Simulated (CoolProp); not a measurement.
Properties of octamethylcyclotetrasiloxane (D4) at several states (Tc = 586.5 K, pc = 1347 kPa, ω = 0.598).

The numbers come from the reference Helmholtz-energy equation of state, Thol 2015 in CoolProp.

```csv
T (K),p (kPa),phase,density (kg/m³),cp (kJ/(kg K)),isothermal compressibility (1/MPa)
453.9,1900,liquid,[?],1.996,0.006555
333.7,23.7,liquid,909.9,1.734,0.002066
415,5760,liquid,830.0,1.894,[?]
411.8,83.8,liquid,815.2,1.904,[?]
610.6,60.9,gas,3.608,2.026,16.65
```

Question: Complete the blanks.

Answer: 
- 453.9, density (kg/m³): 767.9
- 415, isothermal compressibility (1/MPa): 0.003557
- 411.8, isothermal compressibility (1/MPa): 0.004496
